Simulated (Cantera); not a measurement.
Charge: 1 mol H₂S, 0.16 mol H₂, 43 mol N₂, 0.049 mol O₂, held at 2427 °C and 3400000 Pa.

These are equilibrium values from Cantera (NASA tables, ideal gas, pure condensed phases), not measurements of a reactor. Candidate condensed phases: H₂O, H₂SO₄, S; 35 gas species. The ideal-gas law is rough above about 30 bar. Equilibrium is a limit: real reactors are often held back by kinetics, nucleation or transport.

Base state: N₂ 0.962, H₂ 0.0206, S₂ 0.00796, SH 0.00288, H₂O 0.00163, H₂S 0.00155, S 0.00146, H 0.00140 (mole fractions); condensed: gas only.

Q: What changes in the equilibrium state with this change: H₂S replaced by CS₂?

A: 
```
species   before    after
-------  -------  -------
N₂         0.962    0.964
CS             0   0.0111
S₂       0.00796  0.00805
H₂        0.0206  0.00201
CS₂            0  0.00755
CO             0  0.00219
HCN            0  0.00133
```
Further candidate phases: C, C₆H₆, C₇H₈, C₈H₁₈.
